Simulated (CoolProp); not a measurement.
R410A at 298.15 K and 8.95 MPa flows at 0.05 m/s in a round tube of 1 mm bore and 0.25 µm roughness, fully developed (64/Re and Nu = 3.66 if laminar; Colebrook and Gnielinski if turbulent). Each further row changes one setting.

Values from CoolProp's reference Helmholtz-energy equation of state, Lemmon 2003. It is a pseudo-pure fit of the blend.

```json
[
 {"case": "as stated", "Reynolds number": "…", "Darcy friction factor": "…", "pressure drop (Pa/m)": "224", "heat-transfer coefficient (W/(m² K))": "352", "mass flow (kg/h)": "…"},
 {"case": "velocity 0.1 m/s", "Reynolds number": "797", "Darcy friction factor": "0.0803", "pressure drop (Pa/m)": "447", "heat-transfer coefficient (W/(m² K))": "352", "mass flow (kg/h)": "…"},
 {"case": "diameter 2 mm", "Reynolds number": "797", "Darcy friction factor": "0.0803", "pressure drop (Pa/m)": "…", "heat-transfer coefficient (W/(m² K))": "176", "mass flow (kg/h)": "…"}
]
```

Problem. Complete the blanks.

Solution. 
- as stated, Reynolds number: 399
- as stated, Darcy friction factor: 0.161
- as stated, mass flow (kg/h): 0.158
- velocity 0.1 m/s, mass flow (kg/h): 0.315
- diameter 2 mm, pressure drop (Pa/m): 55.9
- diameter 2 mm, mass flow (kg/h): 0.630

Viscosity comes from a separate model (Geller 2000). Thermal conductivity comes from a separate model (Geller 2001).
